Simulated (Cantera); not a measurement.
## Equilibrium for carbothermic reduction: CuO + CO + N2

Input: 1 mol CuO, 1.2 mol CO, 0.68 mol N2, held at 1.33 mbar.

Equilibrium computed with Cantera from the NASA thermochemical tables; the gas is ideal and each condensed phase is pure. Candidate condensed phases: C, Cu, CuO, Cu2O; 27 gas species. The numbers say what is thermodynamically allowed, not how fast it happens.

```csv
T (K),log p CO2,log p N2,log p Cu,log p CO,log p O2,log p O,n Cu(l)
1573,-3.16,-3.33,-4.58,-3.86,-8.32,-9.14,0.962
1623,-3.17,-3.34,-4.26,-3.87,-7.74,-8.59,0.918
1673,-3.19,-3.35,-3.95,-3.89,-7.21,-8.08,0.829
1723,-3.23,-3.39,-3.67,-3.92,-6.70,-7.60,0.641
1773,-3.30,-3.47,-3.40,-4.00,-6.24,-7.15,0.206
1823,-3.34,-3.50,-3.34,-4.02,-5.81,-6.73,0
1873,-3.34,-3.50,-3.34,-4.00,-5.44,-6.34,0
1923,-3.35,-3.51,-3.34,-3.96,-5.12,-6.00,0
1973,-3.37,-3.51,-3.34,-3.91,-4.87,-5.70,0
2023,-3.39,-3.51,-3.34,-3.86,-4.67,-5.43,0
2073,-3.42,-3.52,-3.35,-3.79,-4.51,-5.19,0
2123,-3.46,-3.52,-3.35,-3.73,-4.38,-4.98,0
2173,-3.51,-3.53,-3.36,-3.67,-4.28,-4.78,0
2223,-3.56,-3.54,-3.37,-3.61,-4.20,-4.60,0
```
log p: log10 of the partial pressure in bar; n: condensed amount in mol.

From 1573 K to 1773 K the condensed part is Cu(l). From 1823 K to 2223 K nothing is condensed. The main Cu-bearing gas is Cu throughout.
